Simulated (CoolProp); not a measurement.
Vapour-liquid equilibrium of R1234yf (1) + R152A (2) at 113 kPa; x and y are mole fractions of (1).

The numbers come from the multi-fluid Helmholtz-energy mixture model, Lemmon 2022 and Outcalt 1996; pair parameters Bell 2023 in CoolProp.

Problem. Give the bubble temperature and the first vapour's composition at x = 0.05, 0.2, 0.35. Is there an azeotrope?

Solution. x = 0.05: 250.8 K, y = 0.082; x = 0.2: 248.9 K, y = 0.273; x = 0.35: 247.7 K, y = 0.419. No azeotrope shows between x = 0.05 and 0.95.

The pair parameters rest on a limited set of measurements; away from them the model extrapolates.
